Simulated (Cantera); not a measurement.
A perfectly stirred reactor is fed with CH4 : H2O : H2 = 1 : 0.7 : 0.37 (molar parts), at 7.30 bar; it is held at 1675 K, and followed from long to short residence time.

Computed with Cantera and GRI-Mech 3.0 (53 species, 325 reactions). GRI-Mech 3.0 stops at C3 and has no aromatics, soot or wall deposition, so with more carbon than oxygen in the feed, carbon stays in small species such as C2H2 where larger ones or solid carbon would form.

x: mole fraction; the columns are a selection and need not sum to one.

```json
[
 {"τ (s)": "5.1", "x CH4": "0.0936", "x H2O": "0.0543", "x H2": "0.667", "x O": "4.49e-12", "x C2H": "5.73e-9"},
 {"τ (s)": "1.8", "x CH4": "0.107", "x H2O": "0.0887", "x H2": "0.632", "x O": "6.87e-12", "x C2H": "8.74e-9"},
 {"τ (s)": "0.62", "x CH4": "0.120", "x H2O": "0.133", "x H2": "0.590", "x O": "9.48e-12", "x C2H": "1.31e-8"},
 {"τ (s)": "0.22", "x CH4": "0.133", "x H2O": "0.180", "x H2": "0.545", "x O": "1.18e-11", "x C2H": "1.80e-8"},
 {"τ (s)": "0.076", "x CH4": "0.153", "x H2O": "0.224", "x H2": "0.499", "x O": "1.38e-11", "x C2H": "2.18e-8"},
 {"τ (s)": "0.027", "x CH4": "0.189", "x H2O": "0.257", "x H2": "0.448", "x O": "1.57e-11", "x C2H": "2.18e-8"},
 {"τ (s)": "0.0094", "x CH4": "0.254", "x H2O": "0.283", "x H2": "0.382", "x O": "1.91e-11", "x C2H": "1.77e-8"},
 {"τ (s)": "0.0033", "x CH4": "[?]", "x H2O": "0.305", "x H2": "[?]", "x O": "2.55e-11", "x C2H": "[?]"},
 {"τ (s)": "0.0012", "x CH4": "[?]", "x H2O": "0.322", "x H2": "[?]", "x O": "3.34e-11", "x C2H": "[?]"}
]
```

Task: What belongs in the gaps?

Result: 
- 0.0033, x CH4: 0.335
- 0.0033, x H2: 0.307
- 0.0033, x C2H: 1.13e-8
- 0.0012, x CH4: 0.404
- 0.0012, x H2: 0.245
- 0.0012, x C2H: 5.25e-9
